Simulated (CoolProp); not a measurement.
Vapour-liquid equilibrium of R143a (1) + R152A (2) at -90.45 °C; x and y are mole fractions of (1).

Computed with CoolProp (multi-fluid Helmholtz-energy mixture model, Lemmon and Jacobsen 2000 and Outcalt 1996; pair parameters Bell 2016).

```csv
x,bubble pressure (kPa),y at the bubble point,dew pressure at overall composition x (kPa),liquid density (mol/L)
0.05,1.921,___,1.533,17.16
0.15,2.717,0.536,1.686,16.94
0.25,3.401,0.667,1.872,16.72
0.35,4.007,0.748,2.103,16.50
0.45,4.560,0.807,2.396,16.29
0.55,5.079,0.852,___,16.09
0.65,5.581,0.891,3.297,___
0.75,6.076,0.925,4.021,15.69
0.85,6.574,0.956,5.051,15.49
0.95,7.084,___,___,15.30
```

### Question
Fill in the missing entries.

### Answer

- 0.05, y at the bubble point: 0.273
- 0.55, dew pressure at overall composition x (kPa): 2.779
- 0.65, liquid density (mol/L): 15.88
- 0.95, y at the bubble point: 0.985
- 0.95, dew pressure at overall composition x (kPa): 6.480

No azeotrope shows between x = 0.05 and 0.95.

The pair parameters rest on a limited set of measurements; away from them the model extrapolates.
